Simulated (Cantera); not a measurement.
# Stirred combustor or abatement burner

A perfectly stirred reactor is fed with 2.95 % CH₄, 0.471 % C₂H₆, 0.707 % C₃H₈, 20.2 % O₂, 75.7 % N₂, equivalence ratio 0.55, at 750 Torr; it is adiabatic with a 773 K inlet, and is followed from long to short residence time, starting on the burning branch (τ in s: 0.043, 0.019, 0.0084, 0.0037, 0.0017, 0.00074, 0.00033, 0.00015, 6.4e-05, 2.9e-05, 1.3e-05, 5.6e-06).

Detailed kinetics in Cantera: GRI-Mech 3.0 (53 species, 325 reactions). GRI-Mech 3.0 was tuned for natural gas; its chemistry of propane as a main component is partial and can be far from experiment.

| τ (s) | T (K) | x CH₄ | x C₂H₆ | x C₃H₈ | x CH₂CO | x HCN |
|---|---|---|---|---|---|---|
| 0.043 | 1956 | 4.94e-6 | 1.61e-7 | 2.40e-7 | 7.22e-7 | 1.20e-8 |
| 0.019 | 1948 | 8.46e-6 | 2.97e-7 | 4.45e-7 | 1.34e-6 | 1.27e-8 |
| 0.0084 | 1934 | 1.43e-5 | 5.36e-7 | 7.98e-7 | 2.35e-6 | 1.41e-8 |
| 0.0037 | 1914 | 2.46e-5 | 9.58e-7 | 1.41e-6 | 3.94e-6 | 1.74e-8 |
| 0.0017 | 1886 | 4.21e-5 | 1.68e-6 | 2.41e-6 | 6.23e-6 | 2.38e-8 |
| 0.00074 | 1845 | 7.87e-5 | 3.17e-6 | 4.43e-6 | 1.01e-5 | 3.68e-8 |
| 0.00033 | 1791 | 0.000158 | 6.34e-6 | 8.65e-6 | 1.66e-5 | 6.01e-8 |
| 0.00015 | 1722 | 0.000365 | 1.45e-5 | 1.95e-5 | 3.06e-5 | 1.04e-7 |
| 6.4e-5 | 773 | 0.0295 | 0.00471 | 0.00707 | <1e-12 | <1e-12 |
| 2.9e-5 | 773 | 0.0295 | 0.00471 | 0.00707 | <1e-12 | <1e-12 |
| 1.3e-5 | 773 | 0.0295 | 0.00471 | 0.00707 | <1e-12 | <1e-12 |
| 5.6e-6 | 773 | 0.0295 | 0.00471 | 0.00707 | <1e-12 | <1e-12 |
x: mole fraction; the columns are a selection and need not sum to one.
